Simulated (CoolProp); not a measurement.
R365MFC along the isotherm -12.65 °C: fugacity coefficient from the reference equation and from simpler models built on Tc = 186.9 °C, pc = 3266 kPa, ω = 0.377; each cubic takes its own stable root.

The numbers come from the reference Helmholtz-energy equation of state, Lemmon 2016 in CoolProp.

| p (kPa) | phase | reference |
|---|---|---|
| 109 | liquid | 0.08639 |
| 218 | liquid | 0.04344 |
| 327 | liquid | 0.02912 |
| 436 | liquid | 0.02196 |
| 544 | liquid | 0.01770 |
| 653 | liquid | 0.01483 |
| 762 | liquid | 0.01278 |
| 871 | liquid | 0.01124 |
| 980 | liquid | 0.01005 |
| 1090 | liquid | 0.009084 |
| 1200 | liquid | 0.008298 |
| 1310 | liquid | 0.007644 |
| 1420 | liquid | 0.007092 |
| 1520 | liquid | 0.006659 |
| 1630 | liquid | 0.006245 |

Task: How far does each simpler model (van der Waals, Redlich-Kwong, Soave-Redlich-Kwong) lie from the reference over these 15 states: mean and median of the absolute difference, and the worst?

Result: 
- van der Waals: mean 1875.3 %, median 1932.9 %, worst +1986.5 % at -12.65 °C and 1630 kPa
- Redlich-Kwong: mean 273.7 %, median 273.8 %, worst +275.5 % at -12.65 °C and 1630 kPa
- Soave-Redlich-Kwong: mean 3.5 %, median 3.5 %, worst -3.8 % at -12.65 °C and 109 kPa

At some of these states van der Waals gives the other phase, because its saturation line lies elsewhere.
